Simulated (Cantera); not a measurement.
Feed: 1 mol C2H4, 1.7 mol H2O, at 1200 °C and 130000 Pa.

These are equilibrium values from Cantera (NASA tables, ideal gas, pure condensed phases), not measurements of a reactor. Candidate condensed phases: C, C6H6, C7H8, C8H18, H2O; 110 gas species. Kinetics and transport are ignored.

Base state: H2 0.683, CO 0.315, CH4 0.00178, H2O 0.000585, CO2 0.000109 (mole fractions); condensed: C(graphite).

Task: What changes in the equilibrium state with this change: temperature from 1200 °C to 375 °C?

Result: 
```json
[
 {"species": "H2O", "before": "0.000585", "after": "0.437"},
 {"species": "CH4", "before": "0.00178", "after": "0.379"},
 {"species": "H2", "before": "0.683", "after": "0.104"},
 {"species": "CO2", "before": "0.000109", "after": "0.0794"},
 {"species": "CO", "before": "0.315", "after": "0.00118"},
 {"species": "C(graphite), mol", "before": "0.294", "after": "0.690"}
]
```

Task: What changes in the equilibrium state with this change: H2O from 1.7 to 0.059 mol?

Result: 
```
species             before    after
----------------  --------  -------
H2                   0.683    0.968
CO                   0.315   0.0279
CH4                0.00178  0.00358
CO2               0.000109  8.54e-7
H2O               0.000585  7.34e-5
C(graphite), mol     0.294     1.93
```
